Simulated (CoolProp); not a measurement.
The numbers come from the reference Helmholtz-energy equation of state, Thol 2017 in CoolProp.

Question: Give the vapour pressure (bar), liquid density (kg/m³), enthalpy of vaporisation (kJ/kg) of saturated octamethyltrisiloxane (MDM) at 302.6, 328.3, 345.5 K.

Answer: 
```json
[
 {"T (K)": "302.6", "p (bar)": "0.00665", "liquid density (kg/m³)": "811", "enthalpy of vaporisation (kJ/kg)": "203"},
 {"T (K)": "328.3", "p (bar)": "0.0286", "liquid density (kg/m³)": "785", "enthalpy of vaporisation (kJ/kg)": "193"},
 {"T (K)": "345.5", "p (bar)": "0.0651", "liquid density (kg/m³)": "767", "enthalpy of vaporisation (kJ/kg)": "186"}
]
```
